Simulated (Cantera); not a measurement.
An isothermal, constant-pressure homogeneous reactor starts with 1.25 % CH4, 2.60 % O2, 96.2 % N2, equivalence ratio 0.96, at 1275 K and 1000000 Pa.

Computed with Cantera and GRI-Mech 3.0 (53 species, 325 reactions). The temperature is held fixed by assumption; the heat of reaction is taken as removed at once.

x: mole fraction; the columns are a selection and need not sum to one.

```tsv
t (s)	x CH4	x O2	x H	x C2H6	x NO2	x OH
0.000500	0.0125	0.0260	4.38e-10	6.38e-8	<1e-12	1.06e-9
0.00158	0.0125	0.0260	[?]	1.94e-6	<1e-12	2.43e-9
0.00500	0.0124	0.0259	[?]	1.47e-5	<1e-12	5.00e-9
0.0158	0.0117	0.0254	[?]	0.000150	<1e-12	4.14e-8
0.0500	<1e-12	0.00110	[?]	<1e-12	5.65e-9	2.74e-6
0.158	<1e-12	0.000962	[?]	<1e-12	2.37e-9	1.39e-6
0.500	<1e-12	0.000961	4.00e-11	<1e-12	2.44e-10	6.82e-7
1.58	<1e-12	0.000961	2.80e-11	<1e-12	2.12e-10	5.73e-7
5.00	<1e-12	0.000961	2.79e-11	<1e-12	2.13e-10	5.73e-7
15.8	<1e-12	0.000961	2.79e-11	<1e-12	2.13e-10	5.73e-7
50.0	<1e-12	0.000961	2.79e-11	<1e-12	2.14e-10	5.73e-7
```

Question: Fill in the missing entries.

Answer: 
- 0.00158, x H: 1.07e-9
- 0.00500, x H: 2.89e-9
- 0.0158, x H: 3.67e-8
- 0.0500, x H: 2.71e-7
- 0.158, x H: 1.95e-9
